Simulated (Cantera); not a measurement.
What does this Cantera script print?

```python
import numpy as np
import cantera as ct

gas = ct.Solution("gri30.yaml")
gas.TPX = 1625, 500000, {'CH4': 1, 'O2': 2.22, 'N2': 8.36}
reactor = ct.IdealGasReactor(gas, energy="on", clone=False)
net = ct.ReactorNet([reactor])
net.rtol, net.atol = 1e-08, 1e-16
show = ['CH4', 'O2', 'CH2O', 'CO2', 'C2H2', 'HCN', 'CO']
times = np.geomspace(8e-06, 5, 14)

steps = ct.SolutionArray(gas, extra=["t"])
rows = []
print(f"{'t/s':>10s}{'T/K':>9s}{'P/Pa':>11s}" + "".join(f"{s:>11s}" for s in show))
for t in times:
    while net.time < t:
        t_next = net.step()
        steps.append(gas.state, t=t_next)
    rows.append([np.interp(t, steps.t, y) for y in (steps.T, steps.P, *steps(*show).X.T)])
    print(f"{t:10.3e}{rows[-1][0]:9.1f}{rows[-1][1]:11.4g}" + "".join(f"{x:11.3e}" for x in rows[-1][2:]))
rate = np.gradient(steps.T, steps.t)
print("integrator steps:", len(steps.t))
if steps.T.max() > steps.T[0] + 200:
    print(f"time of steepest temperature rise: {steps.t[rate.argmax()]:.4e} s")
gas.TPX = 1625, 500000, {'CH4': 1, 'O2': 2.22, 'N2': 8.36}
gas.equilibrate("UV")
print(f"equilibrium (UV): T = {gas.T:.1f} K  " + "  ".join(f"{s} {gas[s].X[0]:.3e}" for s in show))
```

Result:

```
       t/s      T/K       P/Pa        CH4         O2       CH2O        CO2       C2H2        HCN         CO
 8.000e-06   1624.9      5e+05  8.630e-02  1.917e-01  9.614e-06  9.042e-09  2.627e-11  4.239e-15  1.382e-07
 2.233e-05   1625.3  5.001e+05  8.598e-02  1.915e-01  1.156e-04  3.666e-07  4.231e-09  6.625e-14  7.099e-06
 6.234e-05   1642.8  5.057e+05  8.212e-02  1.891e-01  1.286e-03  1.829e-05  1.228e-06  3.650e-12  5.816e-04
 1.740e-04   3051.1  9.775e+05  2.931e-14  2.901e-02  1.940e-09  4.731e-02  7.416e-17  5.567e-09  3.563e-02
 4.858e-04   3043.2  9.746e+05  3.072e-14  2.708e-02  1.965e-09  4.718e-02  7.570e-17  7.101e-09  3.579e-02
 1.356e-03   3043.2  9.746e+05  3.073e-14  2.707e-02  1.965e-09  4.718e-02  7.571e-17  7.108e-09  3.579e-02
 3.785e-03   3043.2  9.746e+05  3.073e-14  2.707e-02  1.965e-09  4.718e-02  7.571e-17  7.108e-09  3.579e-02
 1.057e-02   3043.2  9.746e+05  3.073e-14  2.707e-02  1.965e-09  4.718e-02  7.571e-17  7.108e-09  3.579e-02
 2.950e-02   3043.2  9.746e+05  3.073e-14  2.707e-02  1.965e-09  4.718e-02  7.571e-17  7.108e-09  3.579e-02
 8.234e-02   3043.2  9.746e+05  3.073e-14  2.707e-02  1.965e-09  4.718e-02  7.571e-17  7.108e-09  3.579e-02
 2.299e-01   3043.2  9.746e+05  3.073e-14  2.707e-02  1.965e-09  4.718e-02  7.571e-17  7.108e-09  3.579e-02
 6.416e-01   3043.2  9.746e+05  3.073e-14  2.707e-02  1.965e-09  4.718e-02  7.571e-17  7.108e-09  3.579e-02
 1.791e+00   3043.2  9.746e+05  3.073e-14  2.707e-02  1.965e-09  4.718e-02  7.571e-17  7.108e-09  3.579e-02
 5.000e+00   3043.2  9.746e+05  3.073e-14  2.707e-02  1.965e-09  4.718e-02  7.571e-17  7.108e-09  3.579e-02
integrator steps: 1792
time of steepest temperature rise: 9.7429e-05 s
equilibrium (UV): T = 3043.2 K  CH4 3.996e-14  O2 2.707e-02  CH2O 1.965e-09  CO2 4.718e-02  C2H2 8.006e-17  HCN 7.108e-09  CO 3.579e-02
```

Cantera simulation using GRI-Mech 3.0 (53 species, 325 reactions); the numbers are that mechanism's predictions, not measurements. Above 3000 K some thermodynamic fits are extrapolated.
